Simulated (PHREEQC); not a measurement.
Copper plating or etch bath (model solution)

Dissolve 0.034 mol/kgw CuSO4 and 0.25 mol/kgw H3BO3 at 70 °C. Closed to the air; pH follows from the charge balance.

Equilibrium calculation in PHREEQC: ion-association model, phreeqc.dat.

```yaml
pH: 4.25
ionic_strength: 0.0772 mol/kgw
specific_conductance: 8090 µS/cm
density: 0.988 g/cm³
```

| species | molality | activity | log γ |
|---|---|---|---|
| H3BO3 | 0.250 | 0.255 | 0.008 |
| SO4-2 | 0.0193 | 0.00722 | -0.426 |
| Cu+2 | 0.0192 | 0.00769 | -0.398 |
| CuSO4 | 0.0146 | 0.0149 | 0.008 |
| HSO4- | 0.000156 | 0.000121 | -0.108 |
| Cu2(OH)2+2 | 0.000108 | 3.96e-5 | -0.434 |
| H+ | 6.79e-5 | 5.60e-5 | -0.084 |
| H2BO3- | 6.86e-6 | 5.34e-6 | -0.108 |
| CuOH+ | 1.77e-6 | 1.37e-6 | -0.113 |
| Cu(OH)2 | 4.98e-8 | 5.07e-8 | 0.008 |
| OH- | 3.76e-9 | 2.87e-9 | -0.117 |

This is a speciation only: nothing precipitates in the calculation. Species that the database lacks are ignored. Constants without temperature data keep their 25 °C values here.
